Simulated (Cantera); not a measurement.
A closed system holds: 1 mol SiH₂Cl₂, 9.7 mol N₂, equilibrated at 1475 K and 35.0 Pa.

These are equilibrium values from Cantera (NASA tables, ideal gas, pure condensed phases), not measurements of a reactor. Candidate condensed phases: NH₄Cl, Si, Si₃N₄; 28 gas species. N₂ is the only nitrogen source here; it is nearly inert below about 1500 K, so the nitride shown seldom forms there in practice. The tables' values for SiCl₃, SiCl are old estimates; treat these amounts as uncertain. Rates play no part.

Base state: N₂ 0.826, HCl 0.0655, H₂ 0.0545, SiCl₂ 0.0532, SiCl₃ 0.000820, H 0.000162, Cl 0.000158, SiCl₄ 4.29e-5 (mole fractions); condensed: Si₃N₄(s).

### Question
What changes in the equilibrium state with this change: temperature from 1475 K to 2025 K?

### Answer
```tsv
species	before	after
N₂	0.826	0.779
HCl	0.0655	0.0566
H₂	0.0545	0.0415
Si	3.53e-6	0.0360
Cl	0.000158	0.0212
H	0.000162	0.0210
SiCl₂	0.0532	0.0389
Si₂	<1e-9	8.57e-5
SiN	8.58e-8	0.000146
SiH	5.49e-8	8.78e-5
Si₂N	2.68e-8	4.05e-5
SiCl₄	4.29e-5	5.17e-8
Si₃N₄(s), mol	0.127	0
```
The tables' values for SiCl, SiN, SiCl₃ are old estimates; treat these amounts as uncertain.
